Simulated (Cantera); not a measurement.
A Cantera script and its output.

```python
import numpy as np
import cantera as ct

gas = ct.Solution("gri30.yaml")
gas.TPX = 1475, 27000, {'CH4': 1, 'H2O': 0.59, 'H2': 0.14}
inlet = ct.Reservoir(gas, clone=True)

reactor = ct.IdealGasConstPressureReactor(gas, energy="off", clone=False)
exhaust = ct.Reservoir(gas, clone=True)
tau = [0.6, 0.18, 0.052, 0.015, 0.0044, 0.0013, 0.00038, 0.00011][0]
for a, b in ((inlet, reactor), (reactor, exhaust)):
    ct.MassFlowController(a, b, mdot=lambda t: reactor.mass / tau)
net = ct.ReactorNet([reactor])
show = ['CH4', 'H2O', 'H2', 'HCO', 'CO2', 'C2H']

rows = []
print(f"{'tau/s':>10s}{'T/K':>9s}" + "".join(f"{s:>11s}" for s in show))
for tau in [0.6, 0.18, 0.052, 0.015, 0.0044, 0.0013, 0.00038, 0.00011]:
    net.initial_time = 0.0
    net.advance(30 * tau)
    before = gas.X
    net.advance(40 * tau)
    drift = np.max(np.abs(gas.X - before) / (gas.X + 1e-9))
    rows.append([gas.T, *gas[show].X, drift])
    print(f"{tau:10.3e}{gas.T:9.1f}" + "".join(f"{x:11.3e}" for x in gas[show].X))
```

Output:

```
     tau/s      T/K        CH4        H2O         H2        HCO        CO2        C2H
 6.000e-01   1475.0  4.183e-01  3.060e-01  2.238e-01  1.162e-10  9.032e-05  1.835e-09
 1.800e-01   1475.0  5.097e-01  3.272e-01  1.403e-01  1.447e-10  6.055e-06  7.225e-10
 5.200e-02   1475.0  5.565e-01  3.374e-01  9.832e-02  1.439e-10  2.892e-07  1.513e-10
 1.500e-02   1475.0  5.727e-01  3.404e-01  8.468e-02  8.993e-11  1.113e-08  1.232e-11
 4.400e-03   1475.0  5.768e-01  3.409e-01  8.164e-02  2.512e-11  1.953e-10  3.514e-13
 1.300e-03   1475.0  5.777e-01  3.410e-01  8.107e-02  2.909e-12  1.272e-12  5.259e-15
 3.800e-04   1475.0  5.779e-01  3.410e-01  8.096e-02  1.169e-13  2.198e-15  3.606e-17
 1.100e-04   1475.0  5.780e-01  3.410e-01  8.093e-02  1.422e-15  8.043e-19  8.991e-20
```

Computed with Cantera and GRI-Mech 3.0 (53 species, 325 reactions). GRI-Mech 3.0 stops at C3 and has no aromatics, soot or wall deposition, so with more carbon than oxygen in the feed, carbon stays in small species such as C2H2 where larger ones or solid carbon would form.
